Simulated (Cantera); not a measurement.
A freely propagating, adiabatic, planar premixed flame of 40.3 % H₂, 12.6 % O₂, 47.1 % N₂, equivalence ratio 1.6, unburnt at 550 K and 760 Torr; multicomponent transport, grid criteria slope 0.08 and curve 0.16, no radiation.

Detailed kinetics in Cantera: the H2/O2 subset of GRI-Mech 3.0, which has no nitrogen chemistry. Burning velocities carry a grid error of a few per cent, more on coarse grids.

### Question
Predict: laminar burning velocity; thermal thickness; peak x(O); peak x(H); peak x(H₂O₂).

### Answer
- laminar burning velocity = 766 cm/s
- thermal thickness = 0.428 mm
- peak x(O) = 0.00635
- peak x(H) = 0.0907
- peak x(H₂O₂) = 1.70e-5
